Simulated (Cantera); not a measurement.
An isothermal, constant-pressure homogeneous reactor starts with 92.5 % N2O, 7.49 % O2, at 1150 K and 1400 Pa.

Cantera simulation using GRI-Mech 3.0 (53 species, 325 reactions); the numbers are that mechanism's predictions, not measurements. GRI-Mech 3.0 was tuned for natural gas; its chemistry of N2O as a main component is partial and can be far from experiment. Radical loss at walls, strong at low pressure, is not modelled. The mechanism lacks the step 2 NO + O2 → 2 NO2, which can matter for NO2 below about 1400 K. The temperature is held fixed by assumption; the heat of reaction is taken as removed at once.

Task: Predict: x(N2O) at 20.0 s; x(O2) at 20.0 s; x(NO2) at 20.0 s; x(N2) at 20.0 s; x(NO) at 20.0 s; x(O) at 20.0 s.

Result: 
* **x(N2O) at 20.0 s**: 0.843 (gas-phase equilibrium 1.20e-9)
* **x(O2) at 20.0 s**: 0.0984 (gas-phase equilibrium 0.367)
* **x(NO2) at 20.0 s**: 9.51e-7 (gas-phase equilibrium 5.30e-7)
* **x(N2) at 20.0 s**: 0.0535 (gas-phase equilibrium 0.632)
* **x(NO) at 20.0 s**: 0.00478 (gas-phase equilibrium 0.000156)
* **x(O) at 20.0 s**: 8.11e-7 (gas-phase equilibrium 4.29e-8)
